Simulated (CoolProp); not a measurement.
Dimethyl carbonate along the isotherm 326.85 °C: Z from the reference equation and from simpler models built on Tc = 283.9 °C, pc = 4909 kPa, ω = 0.346; each cubic takes its own stable root.

The numbers come from the reference Helmholtz-energy equation of state, Zhou 2011 in CoolProp.

| p (kPa) | phase | reference | van der Waals | Redlich-Kwong | Soave-Redlich-Kwong | Peng-Robinson |
|---|---|---|---|---|---|---|
| 491 | gas | 0.9726 | 0.9747 | (withheld) | 0.9736 | 0.9701 |
| 982 | gas | 0.9445 | 0.9484 | 0.9433 | 0.9464 | 0.9395 |
| 1470 | gas | 0.9156 | 0.9210 | 0.9137 | 0.9186 | (withheld) |
| 1960 | gas | 0.8855 | 0.8920 | 0.8828 | 0.8898 | 0.8764 |
| 2450 | gas | 0.8542 | 0.8614 | 0.8506 | 0.8599 | (withheld) |
| 2950 | gas | 0.8208 | 0.8281 | 0.8162 | 0.8282 | 0.8089 |
| 3440 | gas | 0.7863 | 0.7930 | 0.7806 | 0.7959 | 0.7739 |
| 3930 | gas | 0.7500 | 0.7547 | 0.7429 | 0.7620 | 0.7376 |
| 4420 | gas | 0.7114 | (withheld) | 0.7025 | 0.7265 | 0.6999 |
| 4910 | supercritical | 0.6705 | 0.6643 | 0.6588 | 0.6890 | 0.6606 |
| 5400 | supercritical | 0.6272 | 0.6079 | (withheld) | 0.6495 | 0.6198 |
| 5890 | supercritical | 0.5820 | 0.5388 | 0.5588 | 0.6081 | 0.5776 |
| 6380 | supercritical | 0.5358 | 0.4616 | 0.5030 | 0.5654 | 0.5349 |
| 6870 | supercritical | 0.4906 | 0.4182 | 0.4513 | 0.5241 | 0.4942 |
| 7360 | supercritical | (withheld) | 0.4073 | (withheld) | 0.4886 | 0.4594 |

Some entries are withheld; supply them.


- 491, Redlich-Kwong: 0.9721
- 1470, Peng-Robinson: 0.9084
- 2450, Peng-Robinson: 0.8435
- 4420, van der Waals: 0.7123
- 5400, Redlich-Kwong: 0.6112
- 7360, reference: 0.4496
- 7360, Redlich-Kwong: 0.4168
